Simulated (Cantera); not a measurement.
Feed: 1 mol Al(CH3)3, 5.6 mol N2, 5.2 mol H2, equilibrated at 13.3 mbar.

Method: chemical equilibrium by Gibbs-energy minimisation in Cantera with the NASA 1993 tables (ideal gas, pure condensed phases). Candidate condensed phases: Al, AlN, C, C6H6, C7H8, C8H18; 97 gas species. The feed counts by its element totals alone. Kinetics and transport are ignored. All values below are at 1225 K.

Base state: H2 0.655, N2 0.345, CH4 7.52e-5, HCN 4.64e-5 (mole fractions); condensed: AlN(s) + C(graphite).

Question: What changes in the equilibrium state with this change: pressure from 13.3 mbar to 0.180 bar?

Answer: 
```json
[
 {"species": "H2", "before": "0.655", "after": "0.654"},
 {"species": "N2", "before": "0.345", "after": "0.345"},
 {"species": "CH4", "before": "7.52e-5", "after": "0.00101"},
 {"species": "HCN", "before": "4.64e-5", "after": "4.64e-5"},
 {"species": "AlN(s), mol", "before": "1.00", "after": "1.00"},
 {"species": "C(graphite), mol", "before": "3.00", "after": "2.98"}
]
```
